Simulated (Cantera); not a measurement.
# Thermodynamics of carbon deposition, reforming and gasification, feed C₆H₆ + CO₂ + N₂

Input: 1 mol C₆H₆, 1.9 mol CO₂, 1.8 mol N₂, at 0.000100 bar.

These are equilibrium values from Cantera (NASA tables, ideal gas, pure condensed phases), not measurements of a reactor. Candidate condensed phases: C, C₆H₆, C₇H₈, C₈H₁₈, H₂O; 169 gas species. Ions and electrons are included (thermal ionisation). The numbers say what is thermodynamically allowed, not how fast it happens.

```json
[
 {"T (K)": "2500", "log p H": "-4.34", "log p C": "-6.78", "log p CO": "-4.47", "log p N": "-8.94", "log p N₂": "-4.81", "log p O": "-13.15", "log p C₃": "-6.30", "log p H₂": "-5.48", "log p CN": "-6.39", "log p C₂": "-7.34", "n C(graphite)": "3.78"},
 {"T (K)": "2750", "log p H": "-4.35", "log p C": "-5.53", "log p CO": "-4.54", "log p N": "-8.07", "log p N₂": "-4.90", "log p O": "-12.39", "log p C₃": "-5.10", "log p H₂": "-6.38", "log p CN": "-5.73", "log p C₂": "-6.01", "n C(graphite)": "0"},
 {"T (K)": "3000", "log p H": "-4.38", "log p C": "-4.93", "log p CO": "-4.57", "log p N": "-7.33", "log p N₂": "-4.94", "log p O": "-11.28", "log p C₃": "-5.42", "log p H₂": "-7.15", "log p CN": "-5.60", "log p C₂": "-5.78", "n C(graphite)": "0"},
 {"T (K)": "3250", "log p H": "-4.41", "log p C": "-4.66", "log p CO": "-4.60", "log p N": "-6.69", "log p N₂": "-4.97", "log p O": "-10.12", "log p C₃": "-6.40", "log p H₂": "-7.83", "log p CN": "-5.72", "log p C₂": "-6.05", "n C(graphite)": "0"},
 {"T (K)": "3500", "log p H": "-4.42", "log p C": "-4.61", "log p CO": "-4.61", "log p N": "-6.14", "log p N₂": "-4.97", "log p O": "-8.92", "log p C₃": "-7.78", "log p H₂": "-8.37", "log p CN": "-5.99", "log p C₂": "-6.65", "n C(graphite)": "0"},
 {"T (K)": "3750", "log p H": "-4.42", "log p C": "-4.60", "log p CO": "-4.62", "log p N": "-5.67", "log p N₂": "-5.00", "log p O": "-7.84", "log p C₃": "-9.08", "log p H₂": "-8.84", "log p CN": "-6.27", "log p C₂": "-7.23", "n C(graphite)": "0"},
 {"T (K)": "4000", "log p H": "-4.43", "log p C": "-4.60", "log p CO": "-4.63", "log p N": "-5.29", "log p N₂": "-5.07", "log p O": "-6.90", "log p C₃": "-10.25", "log p H₂": "-9.26", "log p CN": "-6.55", "log p C₂": "-7.77", "n C(graphite)": "0"},
 {"T (K)": "4250", "log p H": "-4.44", "log p C": "-4.60", "log p CO": "-4.66", "log p N": "-5.00", "log p N₂": "-5.24", "log p O": "-6.08", "log p C₃": "-11.28", "log p H₂": "-9.65", "log p CN": "-6.85", "log p C₂": "-8.24", "n C(graphite)": "0"},
 {"T (K)": "4500", "log p H": "-4.47", "log p C": "-4.57", "log p CO": "-4.75", "log p N": "-4.83", "log p N₂": "-5.56", "log p O": "-5.44", "log p C₃": "-12.12", "log p H₂": "-10.02", "log p CN": "-7.17", "log p C₂": "-8.61", "n C(graphite)": "0"},
 {"T (K)": "4750", "log p H": "-4.50", "log p C": "-4.52", "log p CO": "-4.97", "log p N": "-4.77", "log p N₂": "-6.04", "log p O": "-5.04", "log p C₃": "-12.78", "log p H₂": "-10.37", "log p CN": "-7.53", "log p C₂": "-8.87", "n C(graphite)": "0"},
 {"T (K)": "5000", "log p H": "-4.53", "log p C": "-4.47", "log p CO": "-5.34", "log p N": "-4.77", "log p N₂": "-6.57", "log p O": "-4.85", "log p C₃": "-13.38", "log p H₂": "-10.68", "log p CN": "-7.90", "log p C₂": "-9.12", "n C(graphite)": "0"}
]
```
log p: log10 of the partial pressure in bar; n: condensed amount in mol.

At 2500 K the condensed part is C(graphite). From 2750 K to 5000 K nothing is condensed. The main C-bearing gas is CO at 2500 K and C at 5000 K.
